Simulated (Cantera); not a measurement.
Mixture: CO : H2 : O2 : N2 = 1 : 0.27 : 0.488 : 1.84 (molar parts), at 1.00 bar, adiabatic and at constant pressure. Ignition delay is the time to a rise of 400 K.

Cantera simulation using GRI-Mech 3.0 (53 species, 325 reactions); the numbers are that mechanism's predictions, not measurements. Where the delays flatten at high temperature, the 400 K rule measures the pace of heat release, not the induction time.

Question: What does this change do: pressure from 1.00 bar to 5.00 bar?

Answer: 
```json
[
 {"quantity": "delay at 1000 K", "before": "0.413 ms", "after": "2.53 ms"},
 {"quantity": "delay at 1050 K", "before": "0.212 ms", "after": "0.587 ms"},
 {"quantity": "delay at 1100 K", "before": "0.138 ms", "after": "0.135 ms"},
 {"quantity": "delay at 1150 K", "before": "0.101 ms", "after": "45.3 µs"},
 {"quantity": "delay at 1200 K", "before": "79.2 µs", "after": "23.4 µs"},
 {"quantity": "delay at 1250 K", "before": "65.2 µs", "after": "15.2 µs"}
]
```
The hydrogen kinetics of GRI-Mech 3.0 are dated; newer H2 mechanisms differ, most at raised pressure.

Question: What does this change do: CO 1 to 0.44 parts?

Answer: 
```csv
quantity,before,after
delay at 1000 K,0.413 ms,0.364 ms
delay at 1050 K,0.212 ms,0.186 ms
delay at 1100 K,0.138 ms,0.122 ms
delay at 1150 K,0.101 ms,90.0 µs
delay at 1200 K,79.2 µs,71.1 µs
delay at 1250 K,65.2 µs,59.0 µs
```
